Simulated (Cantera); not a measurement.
A Cantera script and what it prints.

```python
import numpy as np
import cantera as ct

gas_names = """
    B BH BH2 BH3 BO BO2 B2 B2O B2O2 B2O3 B3O3H3 H HBO HBO2 HO2 H2 H2O H2O2 H3B3O6 O OH O2 O3
""".split()
cond_names = """
    B(b) B(L) B2O3(L) B3O3H3(cr) H2O(s) H2O(L)
""".split()


# ... load() reads the species with a 1 bar reference pressure and builds the phases ...
atoms = {
    'B2O3': {'B': 2, 'O': 3},
    'H2O': {'H': 2, 'O': 1},
}
top_T = {}  # K; cautious upper limits of use, not melting points


# ... equilibrate(T, P, feed) seeds the gas with the atoms and calls Mixture.equilibrate('TP', solver="vcs", rtol=1e-11, max_steps=5000) ...
results = []
feed = {'B2O3': 1, 'H2O': 0.17}  # mol
T = 998  # K
P = 800  # Pa
mix = equilibrate(T, P, feed)
results.append((T, P, feed, dict(zip(mix.species_names, mix.species_moles))))
x = sorted(zip(gas.X, gas.species_names), reverse=True)
print(f"T = {T:g} K  P = {P:g} Pa  gas = {mix.phase_moles(0):.4g} mol")
print("   x: " + "  ".join(f"{s} {v:.3e}" for v, s in x if v > 0.0001))
print("   condensed (mol): " + ("  ".join(f"{mix.phase(i).name} {mix.phase_moles(i):.4g}"
      for i in range(1, mix.n_phases) if mix.phase_moles(i) > 1e-12) or "none"))
```

Result:

```
T = 998 K  P = 800 Pa  gas = 0.1698 mol
   x: H2O 9.972e-01  H3B3O6 2.506e-03  HBO2 2.807e-04
   condensed (mol): B2O3(L) 0.9993
```

Equilibrium computed with Cantera from the NASA thermochemical tables; the gas is ideal and each condensed phase is pure. Gases not in the tables: H3BO3.
